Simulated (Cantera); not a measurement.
# Equilibrium for oxide etching and cleaning by halides: MgO + HCl + N2

Charge: 1 mol MgO, 6.7 mol HCl, 0.45 mol N2, equilibrated at 0.00300 bar.

These are equilibrium values from Cantera (NASA tables, ideal gas, pure condensed phases), not measurements of a reactor. Candidate condensed phases: H2O, Mg, MgCl2, MgO, Mg(OH)2, NH4Cl; 38 gas species. The numbers say what is thermodynamically allowed, not how fast it happens.

```tsv
T (°C)	x HCl	x MgCl2	x H2O	x N2	x Cl	x H2	x H	x OH	n MgO(s)
950	0.899	0.0188	0.0188	0.0629	0.000325	0.000171	7.18e-8	7.10e-8	0.866
1000	0.887	0.0244	0.0244	0.0629	0.000571	0.000296	2.24e-7	2.13e-7	0.826
1050	0.874	0.0309	0.0309	0.0629	0.000958	0.000491	6.41e-7	5.84e-7	0.779
1100	0.858	0.0383	0.0383	0.0629	0.00154	0.000785	1.70e-6	1.48e-6	0.726
1150	0.840	0.0466	0.0466	0.0629	0.00240	0.00121	4.22e-6	3.52e-6	0.667
1200	0.821	0.0556	0.0556	0.0628	0.00360	0.00182	9.85e-6	7.83e-6	0.602
1250	0.799	0.0652	0.0652	0.0628	0.00526	0.00265	2.17e-5	1.65e-5	0.533
1300	0.775	0.0753	0.0753	0.0627	0.00747	0.00375	4.55e-5	3.29e-5	0.460
1350	0.750	0.0857	0.0856	0.0626	0.0103	0.00520	9.10e-5	6.28e-5	0.384
1400	0.724	0.0963	0.0961	0.0625	0.0140	0.00703	0.000174	0.000115	0.307
1450	0.696	0.107	0.107	0.0623	0.0186	0.00932	0.000321	0.000201	0.229
1500	0.667	0.117	0.117	0.0621	0.0242	0.0121	0.000571	0.000341	0.152
1550	0.637	0.127	0.126	0.0619	0.0309	0.0154	0.000983	0.000559	0.0767
1600	0.606	0.136	0.135	0.0616	0.0389	0.0193	0.00164	0.000888	0.00391
```
x: gas mole fraction; n: condensed amount in mol.

From 950 °C to 1600 °C the condensed part is MgO(s). The main Mg-bearing gas is MgCl2 throughout. The share of Mg in condensed phases is highest at 950 °C (86.6 %) and lowest at 1600 °C (0.4 %).
